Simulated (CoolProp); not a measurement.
Vapour-liquid equilibrium of n-pentane (1) + cyclohexane (2) at 324 K; x and y are mole fractions of (1).

The numbers come from the multi-fluid Helmholtz-energy mixture model, Thol 2019 and Zhou 2014; pair parameters Bell 2016 in CoolProp.

| x | bubble pressure, mixture model (MPa) | bubble pressure, Raoult's law (MPa) | y, mixture model | y, Raoult's law |
|---|---|---|---|---|
| 0.05 | 0.04494 | 0.04373 | 0.205 | 0.187 |
| 0.125 | 0.05569 | 0.05319 | 0.404 | 0.384 |
| 0.2 | 0.06590 | 0.06264 | 0.535 | 0.522 |
| 0.275 | 0.07570 | 0.07210 | 0.629 | 0.624 |
| 0.35 | 0.08517 | 0.08156 | 0.700 | 0.702 |
| 0.425 | 0.09440 | 0.09101 | 0.757 | 0.764 |
| 0.5 | 0.1034 | 0.1005 | 0.804 | 0.814 |
| 0.575 | 0.1124 | 0.1099 | 0.843 | 0.855 |
| 0.65 | 0.1213 | 0.1194 | 0.878 | 0.890 |
| 0.725 | 0.1302 | 0.1288 | 0.909 | 0.920 |
| 0.8 | 0.1391 | 0.1383 | 0.936 | 0.946 |
| 0.875 | 0.1481 | 0.1477 | 0.962 | 0.968 |
| 0.95 | 0.1573 | 0.1572 | 0.985 | 0.988 |

The largest gap from Raoult's law is +5.2 % in bubble pressure, at x = 0.2. No azeotrope shows between x = 0.05 and 0.95.

The pair parameters rest on a limited set of measurements; away from them the model extrapolates.
